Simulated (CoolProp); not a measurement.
A single-stage vapour-compression cycle with sulfur dioxide: evaporating at 237.15 K (dew point), condensing at 295.15 K (bubble point), superheat 0 K, subcooling 8 K, compressor efficiency 0.65, no pressure losses. Each further row changes one setting.

Values from CoolProp's reference Helmholtz-energy equation of state, Gao 2016.

| case | cooling COP | pressure ratio | discharge temperature (K) | refrigerating effect (kJ/kg) | volumetric capacity (kJ/m³) |
|---|---|---|---|---|---|
| as stated | 2.16 | 13.0 | 481.0 | 343 | 308 |
| evaporating temperature 242.15 K | 2.48 | 9.84 | 458.2 | 346 | 402 |
| condensing temperature 290.15 K | 2.41 | 10.9 | 461.7 | 350 | 314 |
| subcooling 13 K | 2.21 | 13.0 | 481.0 | 350 | 314 |
| superheat 10 K | 2.11 | 13.0 | 498.2 | 350 | 300 |
| compressor efficiency 0.55 | 1.83 | 13.0 | 520.2 | 343 | 308 |
